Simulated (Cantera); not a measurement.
Input (Python, Cantera):

```python
import numpy as np
import cantera as ct

gas = ct.Solution("h2o2.yaml")
gas.TPX = 1473, 2666, {'H2': 0.14, 'O2': 1, 'H2O': 0.0037}
reactor = ct.IdealGasConstPressureReactor(gas, energy="off", clone=False)
net = ct.ReactorNet([reactor])
net.rtol, net.atol = 1e-08, 1e-18
show = ['H2', 'O2', 'H2O', 'HO2', 'H', 'OH', 'O']
times = np.geomspace(9e-06, 2, 13)

steps = ct.SolutionArray(gas, extra=["t"])
rows = []
print(f"{'t/s':>10s}{'T/K':>9s}{'P/Pa':>11s}" + "".join(f"{s:>11s}" for s in show))
for t in times:
    while net.time < t:
        t_next = net.step()
        steps.append(gas.state, t=t_next)
    rows.append([np.interp(t, steps.t, y) for y in (steps.T, steps.P, *steps(*show).X.T)])
    print(f"{t:10.3e}{rows[-1][0]:9.1f}{rows[-1][1]:11.4g}" + "".join(f"{x:11.3e}" for x in rows[-1][2:]))
rate = np.gradient(steps.T, steps.t)
print("integrator steps:", len(steps.t))
if steps.T.max() > steps.T[0] + 200:
    print(f"time of steepest temperature rise: {steps.t[rate.argmax()]:.4e} s")
gas.TPX = 1473, 2666, {'H2': 0.14, 'O2': 1, 'H2O': 0.0037}
gas.equilibrate("TP")
print(f"equilibrium (TP): T = {gas.T:.1f} K  " + "  ".join(f"{s} {gas[s].X[0]:.3e}" for s in show))
```

Output:

```
       t/s      T/K       P/Pa         H2         O2        H2O        HO2          H         OH          O
 9.000e-06   1473.0       2666  1.224e-01  8.744e-01  3.235e-03  1.177e-07  8.973e-08  3.983e-08  4.202e-08
 2.511e-05   1473.0       2666  1.224e-01  8.744e-01  3.235e-03  3.279e-07  2.937e-07  2.415e-07  2.692e-07
 7.004e-05   1473.0       2666  1.224e-01  8.743e-01  3.242e-03  9.159e-07  3.421e-06  3.459e-06  3.976e-06
 1.954e-04   1473.0       2666  1.162e-01  8.701e-01  7.481e-03  3.495e-06  1.925e-03  1.964e-03  2.314e-03
 5.451e-04   1473.0       2666  4.420e-03  7.839e-01  1.021e-01  6.739e-06  2.399e-02  1.474e-02  7.081e-02
 1.521e-03   1473.0       2666  4.064e-03  7.912e-01  1.051e-01  6.716e-06  2.088e-02  1.421e-02  6.454e-02
 4.243e-03   1473.0       2666  3.261e-03  8.082e-01  1.116e-01  6.549e-06  1.428e-02  1.286e-02  4.984e-02
 1.184e-02   1473.0       2666  1.780e-03  8.356e-01  1.218e-01  5.595e-06  5.358e-03  9.650e-03  2.577e-02
 3.302e-02   1473.0       2666  4.926e-04  8.571e-01  1.297e-01  3.061e-06  7.424e-04  5.138e-03  6.879e-03
 9.212e-02   1473.0       2666  8.463e-05  8.641e-01  1.325e-01  9.168e-07  5.204e-05  2.140e-03  1.167e-03
 2.570e-01   1473.0       2666  1.471e-05  8.656e-01  1.333e-01  2.628e-07  3.766e-06  8.945e-04  2.024e-04
 7.169e-01   1473.0       2666  3.292e-06  8.659e-01  1.336e-01  1.734e-07  3.996e-07  4.238e-04  4.534e-05
 2.000e+00   1473.0       2666  1.318e-06  8.660e-01  1.337e-01  2.072e-07  1.016e-07  2.684e-04  1.818e-05
integrator steps: 1498
equilibrium (TP): T = 1473.0 K  H2 1.160e-06  O2 8.660e-01  H2O 1.337e-01  HO2 2.156e-07  H 8.403e-08  OH 2.519e-04  O 1.601e-05
```

Cantera simulation using the H2/O2 subset of GRI-Mech 3.0, which has no nitrogen chemistry; the numbers are that mechanism's predictions, not measurements. Radical loss at walls, strong at low pressure, is not modelled. The temperature is held fixed by assumption; the heat of reaction is taken as removed at once.
